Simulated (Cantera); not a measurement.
A perfectly stirred reactor is fed with NH₃ : N₂ = 1 : 9.7 (molar parts), at 0.0267 bar; it is held at 1573 K, and followed from long to short residence time.

Computed with Cantera and the gas-phase N/H chemistry of the illustrative SiF4/NH3 mechanism in the Surface Chemkin manual (1991). Walls and surfaces, which speed up NH3 decomposition in real reactors, are not modelled.

Problem. What does this change do: temperature 1573 to 2375 K?

Solution. 
```csv
quantity,before,after
x(NH₃) at τ = 0.750 s,0.0926,0.00435
x(N₂) at τ = 0.750 s,0.906,0.873
x(N₂H₄) at τ = 0.750 s,3.31e-9,2.17e-11
x(NH) at τ = 0.750 s,2.84e-7,3.01e-5
x(NH₂) at τ = 0.750 s,5.56e-5,0.000150
x(NH₃) at τ = 19.0 ms,0.0935,0.0599
x(N₂) at τ = 19.0 ms,0.907,0.894
x(N₂H₄) at τ = 19.0 ms,7.27e-12,1.24e-9
x(NH) at τ = 19.0 ms,1.67e-9,7.22e-5
x(NH₂) at τ = 19.0 ms,2.61e-6,0.00113
```
